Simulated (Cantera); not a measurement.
Charge: 1 mol B2O3, a varied amount of F2, at 1125 K and 0.0100 bar.

These are equilibrium values from Cantera (NASA tables, ideal gas, pure condensed phases), not measurements of a reactor. Candidate condensed phases: B, B2O3; 21 gas species. Rates play no part.

Task: Which condensed phases are stable at each of these points (n(F2) (mol)): 0.96, 1.2, 1.4, 1.7, 2.1, 2.5, 3.1, 3.7, 4.6, 5.5?

Result: 
```json
[
 {"n(F2) (mol)": "0.96", "condensed phases": "B2O3(l)", "B condensed (%)": "60.7"},
 {"n(F2) (mol)": "1.2", "condensed phases": "B2O3(l)", "B condensed (%)": "50.8"},
 {"n(F2) (mol)": "1.4", "condensed phases": "B2O3(l)", "B condensed (%)": "42.7"},
 {"n(F2) (mol)": "1.7", "condensed phases": "B2O3(l)", "B condensed (%)": "30.4"},
 {"n(F2) (mol)": "2.1", "condensed phases": "B2O3(l)", "B condensed (%)": "14.0"},
 {"n(F2) (mol)": "2.5", "condensed phases": "gas only", "B condensed (%)": "0.0"},
 {"n(F2) (mol)": "3.1", "condensed phases": "gas only", "B condensed (%)": "0.0"},
 {"n(F2) (mol)": "3.7", "condensed phases": "gas only", "B condensed (%)": "0.0"},
 {"n(F2) (mol)": "4.6", "condensed phases": "gas only", "B condensed (%)": "0.0"},
 {"n(F2) (mol)": "5.5", "condensed phases": "gas only", "B condensed (%)": "0.0"}
]
```

From 0.96 mol F2 to 2.1 mol F2 the condensed part is B2O3(l). From 2.5 mol F2 to 5.5 mol F2 nothing is condensed.
